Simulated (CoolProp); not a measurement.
Vapour-liquid equilibrium of methanol (1) + ethanol (2) at 4.75 °C; x and y are mole fractions of (1).

Model: multi-fluid Helmholtz-energy mixture model, de Reuck 1993 and Schroeder 2014; pair parameters Bell 2016, in CoolProp.

```tsv
x	bubble pressure (MPa)	y at the bubble point	dew pressure at overall composition x (MPa)	liquid density (mol/L)
0.05	0.002396	0.118	0.002294	17.70
0.15	0.002721	0.303	0.002447	18.30
0.25	0.003031	0.445	0.002621	18.94
0.35	0.003335	0.561	0.002818	19.61
0.45	0.003640	0.658	0.003044	20.32
0.55	0.003950	0.742	0.003305	21.08
0.65	0.004269	0.816	0.003612	21.88
0.75	0.004596	0.879	0.003981	22.73
0.85	0.004932	0.934	0.004440	23.65
0.95	0.005272	0.980	0.005046	24.62
```

No azeotrope shows between x = 0.05 and 0.95.

Pair parameters are fitted to limited data, so mixtures are less certain than the pure fluids. The gap from Raoult's law changes sign with composition, which may be real or a fault of the pair parameters; it wasn't checked against measurements.
